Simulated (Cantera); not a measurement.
Input: 1 mol Ca(OH)₂, 0.046 mol CO₂, 0.9 mol H₂, equilibrated at 1798.15 K and 1 atm.

Equilibrium computed with Cantera from the NASA thermochemical tables; the gas is ideal and each condensed phase is pure. Candidate condensed phases: C, C₆H₆, C₇H₈, C₈H₁₈, Ca, CaCO₃, CaO, Ca(OH)₂, H₂O; 115 gas species. The numbers say what is thermodynamically allowed, not how fast it happens.

Base state: H₂O 0.532, H₂ 0.444, CO 0.0180, CO₂ 0.00565, H 0.000233, OH 1.84e-5 (mole fractions); condensed: CaO(s).

Question: What changes in the equilibrium state with this change: CO₂ from 0.046 to 0.21 mol?

Answer: 
```csv
species,before,after
H₂O,0.532,0.545
H₂,0.444,0.355
CO,0.0180,0.0710
CO₂,0.00565,0.0285
OH,1.84e-5,2.10e-5
H,0.000233,0.000209
"CaO(s), mol",1.000,1.000
```

Question: What changes in the equilibrium state with this change: CO₂ from 0.046 to 0.28 mol?

Answer: 
```json
[
 {"species": "H₂O", "before": "0.532", "after": "0.548"},
 {"species": "H₂", "before": "0.444", "after": "0.324"},
 {"species": "CO", "before": "0.0180", "after": "0.0890"},
 {"species": "CO₂", "before": "0.00565", "after": "0.0395"},
 {"species": "OH", "before": "1.84e-5", "after": "2.22e-5"},
 {"species": "H", "before": "0.000233", "after": "0.000199"},
 {"species": "CaO(s), mol", "before": "1.000", "after": "1.000"}
]
```

Question: What changes in the equilibrium state with this change: CO₂ from 0.046 to 0.35 mol?

Answer: 
```csv
species,before,after
H₂O,0.532,0.549
H₂,0.444,0.295
CO,0.0180,0.105
CO₂,0.00565,0.0510
OH,1.84e-5,2.33e-5
H,0.000233,0.000190
"CaO(s), mol",1.000,1.000
```
